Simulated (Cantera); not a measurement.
Input: 1 mol CS2, 0.02 mol O2, 0.059 mol H2, held at 1302 °C and 3.20 bar.

Cantera equilibrium calculation (NASA polynomials, part measured and part estimated; ideal gas, pure solids and liquids). Candidate condensed phases: C, C6H6, C7H8, C8H18, H2O, H2SO4, S; 123 gas species. The numbers say what is thermodynamically allowed, not how fast it happens.

Base state: CS2 0.756, S2 0.151, CO 0.0349, H2S 0.0347, H2 0.0194, COS 0.00210, SH 0.00116, CS 0.000773 (mole fractions); condensed: C(graphite).

Question: What changes in the equilibrium state with this change: pressure from 3.20 bar to 1.00 bar?

Answer: 
| species | before | after |
|---|---|---|
| CS2 | 0.756 | 0.755 |
| S2 | 0.151 | 0.151 |
| CO | 0.0349 | 0.0357 |
| H2S | 0.0347 | 0.0268 |
| H2 | 0.0194 | 0.0269 |
| COS | 0.00210 | 0.00120 |
| CS | 0.000773 | 0.00138 |
| S | 2.03e-5 | 3.62e-5 |
| C(graphite), mol | 0.143 | 0.139 |
